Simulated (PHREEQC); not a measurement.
## Acid rinse or clean: speciation

A solution holds 0.18 mol HCl, 5.8e-05 mol AlCl3 and 0.0055 mol CuCl2 per kg of water, at 90 °C. Closed to the air; pH follows from the charge balance.

Model: ion-association model, wateq4f.dat, run in PHREEQC.

Precipitation was switched off in this run.

Problem. Predict the pH, activity of water.

Solution. pH 0.85; activity of water 0.994.

Problem. In which forms is Cl present?

Solution. Cl- 98 %, CuCl+ 1.8 % of the Cl.

Constants without temperature data keep their 25 °C values here.
